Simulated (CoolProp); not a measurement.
A closed Brayton cycle with nitrogen: compressor inlet 323.15 K and 2.1 MPa, high pressure 6.31 MPa, turbine inlet 735 K, compressor efficiency 0.8, turbine efficiency 0.93, recuperator effectiveness 0.95 (on enthalpy, no pinch check). Each further row changes one setting.

Computed with CoolProp (reference Helmholtz-energy equation of state, Span 2000).

| case | thermal efficiency (%) | net work (kJ/kg) | compressor to turbine work | compressor exit (K) | turbine exit (K) |
|---|---|---|---|---|---|
| as stated | 19.3 | 39.0 | 0.80 | 472.6 | 556.8 |
| turbine inlet 685 K | 13.6 | 25.4 | 0.86 | 472.6 | 517.5 |
| compressor inlet 333.15 K | 16.9 | 34.0 | 0.83 | 487.1 | 556.8 |
| high pressure 5.36 MPa | 22.4 | 40.1 | 0.76 | 447.5 | 580.3 |
| recuperator effectiveness 0.5 | 16.1 | 39.0 | 0.80 | 472.6 | 556.8 |
